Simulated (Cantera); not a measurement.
# Thermodynamics of silicon etching in halogen gases, feed Si + Br2 + N2 + NH3

Charge: 1 mol Si, 4.4 mol Br2, 0.38 mol N2, 0.68 mol NH3, held at 30.0 Pa.

Method: chemical equilibrium by Gibbs-energy minimisation in Cantera with the NASA 1993 tables (ideal gas, pure condensed phases). Candidate condensed phases: Br2, Si, Si3N4; 28 gas species. The tables' values for SiBr3 are old estimates; treat these amounts as uncertain. Equilibrium is a limit: real reactors are often held back by kinetics, nucleation or transport.

```csv
T (K),x Br,x HBr,x Br2,x SiBr4,x N2,x SiBr3
798,0.00865,0.395,0.263,0.194,0.139,1.62e-9
848,0.0203,0.393,0.256,0.193,0.139,1.23e-8
898,0.0427,0.388,0.241,0.190,0.137,7.43e-8
948,0.0808,0.381,0.217,0.187,0.134,3.79e-7
998,0.138,0.370,0.181,0.181,0.130,1.69e-6
1048,0.209,0.355,0.136,0.174,0.125,6.85e-6
1098,0.283,0.341,0.0889,0.167,0.120,2.63e-5
1148,0.343,0.329,0.0510,0.161,0.116,9.78e-5
1198,0.381,0.321,0.0267,0.157,0.113,0.000352
1248,0.403,0.316,0.0135,0.153,0.112,0.00119
```
x: gas mole fraction; nothing condenses.

From 798 K to 1248 K nothing is condensed. The main Si-bearing gas is SiBr4 throughout.
